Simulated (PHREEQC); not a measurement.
A PHREEQC speciation (ion-association model, wateq4f.dat) at 25 °C gives pH 5.22 and these molalities:

| species | mol/kgw |
|---|---|
| SO4-2 | 0.0449 |
| Cu+2 | 0.0429 |
| CuSO4 | 0.0389 |
| K+ | 0.00201 |
| Cu2(OH)2+2 | 0.000811 |
| CO2 | 0.000579 |
| CuHCO3+ | 0.000435 |
| KSO4- | 0.000185 |
| HCO3- | 5.96e-5 |
| CuOH+ | 3.34e-5 |
| CuCO3 | 2.64e-5 |
| HSO4- | 1.08e-5 |
| Cu(OH)2 | 8.14e-6 |
| H+ | 7.44e-6 |

**Question.** What are the element totals, and what could have been dissolved in 1 kg of water to give them?

**Answer.** One answer among several that fit: totals C(4) 0.00110, Cu(2) 0.0840, K 0.00220, S(6) 0.0840 mol/kgw, from 0.0011 mol K2CO3 and 0.084 mol CuSO4 per kg of water.

No solid was allowed to form. Saturation is exceeded, for instance for Antlerite, Brochantite; the values hold only as long as no solid forms.
